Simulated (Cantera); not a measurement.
A closed system holds: 1 mol MgO, 5.3 mol HF, 0.65 mol N2, at 19.0 mbar.

Cantera equilibrium calculation (NASA polynomials, part measured and part estimated; ideal gas, pure solids and liquids). Candidate condensed phases: H2O, Mg, MgF2, MgO, Mg(OH)2; 50 gas species. Mutual solubility and eutectic melting of coexisting phases are not modelled. Kinetics and transport are ignored.

**Question.** At 1600 K, list the 4 most abundant gas species with their mole fractions, and the condensed phases.

**Answer.** HF 0.797, N2 0.115, H2O 0.0715, MgF2 0.0154. Condensed: MgF2(l) + MgO(s).
